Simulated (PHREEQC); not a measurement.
Dissolve 53 mmol/kgw NH4HF2, 0.068 mmol/kgw (NH4)2SiF6, 0.27 mmol/kgw H3BO3 and 0.6 mmol/kgw H2SO4 at 25 °C. Closed to the air; pH follows from the charge balance.

Computed with PHREEQC (ion-association model, phreeqc.dat).

No solid was allowed to form.

Order these S species by the share of S that they hold, largest first: NH4SO4-, SO4-2, HSO4-.

SO4-2 (74 %), NH4SO4- (22 %), HSO4- (3.3 %)

The pH is 3.08 and the ionic strength 0.0545 mol/kgw. Complexes and solids missing from the database can't appear. SiF6-2 is the database's only silicon fluoride. Real BF4- forms and hydrolyses slowly; the run takes it at equilibrium.
